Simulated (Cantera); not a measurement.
Input: 1 mol SiH2Cl2, 3.3 mol NH3, equilibrated at 1523.15 K and 0.100 bar.

Cantera equilibrium calculation (NASA polynomials, part measured and part estimated; ideal gas, pure solids and liquids). Candidate condensed phases: NH4Cl, Si, Si3N4; 28 gas species. The tables' values for SiCl3 are old estimates; treat these amounts as uncertain. Kinetics and transport are ignored.

Base state: H2 0.633, HCl 0.225, N2 0.131, SiCl2 0.00830, SiCl3 0.00159, SiCl4 0.000915, SiHCl3 0.000289, H 5.83e-5 (mole fractions); condensed: Si3N4(s).

Task: What changes in the equilibrium state with this change: pressure from 0.100 bar to 10.0 mbar?

Result: 
| species | before | after |
|---|---|---|
| H2 | 0.633 | 0.641 |
| HCl | 0.225 | 0.190 |
| N2 | 0.131 | 0.140 |
| SiCl2 | 0.00830 | 0.0261 |
| SiCl4 | 0.000915 | 0.000204 |
| SiHCl3 | 0.000289 | 7.70e-5 |
| H | 5.83e-5 | 0.000185 |
| Si3N4(s), mol | 0.304 | 0.259 |

Task: What changes in the equilibrium state with this change: temperature from 1523.15 K to 775 K?

Result: 
```json
[
 {"species": "H2", "before": "0.633", "after": "0.645"},
 {"species": "HCl", "before": "0.225", "after": "0.215"},
 {"species": "N2", "before": "0.131", "after": "0.131"},
 {"species": "SiCl4", "before": "0.000915", "after": "0.00939"},
 {"species": "SiCl2", "before": "0.00830", "after": "<1e-9"},
 {"species": "H", "before": "5.83e-5", "after": "<1e-9"},
 {"species": "SiCl3", "before": "0.00159", "after": "2.95e-8"},
 {"species": "Cl", "before": "1.66e-5", "after": "<1e-9"},
 {"species": "SiH2Cl2", "before": "1.47e-5", "after": "2.72e-9"},
 {"species": "Si3N4(s), mol", "before": "0.304", "after": "0.309"}
]
```
